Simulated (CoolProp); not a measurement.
A single-stage vapour-compression cycle with the fluid: evaporating at 325.15 K (dew point), condensing at 349.15 K (bubble point), superheat 5 K, subcooling 5 K, compressor efficiency 0.6, no pressure losses. The same conditions are run with several fluids, on thermodynamics alone (safety and materials aside).

Model: reference Helmholtz-energy equation of state of each fluid (chlorine: Thol 2021; R22: Kamei 1995; dimethyl ether: Wu 2011; R245fa: Akasaka 2015; cis-2-butene: Lemmon 2005; n-pentane: Thol 2019), in CoolProp.

```
fluid           cooling COP  pressure ratio  discharge temperature (K)  refrigerating effect (kJ/kg)  volumetric capacity (kJ/m³)
--------------  -----------  --------------  -------------------------  ----------------------------  ---------------------------
chlorine               7.16            1.65                      392.3                           208                         9620
R22                    6.43            1.66                      370.0                           129                        11200
dimethyl ether         7.16            1.71                      366.0                           314                         7700
R245fa                 7.45            1.95                      357.0                           153                         3010
cis-2-butene           7.50            1.81                      362.0                           324                         3490
n-pentane              7.60            1.96                      354.8                           306                         1450
```
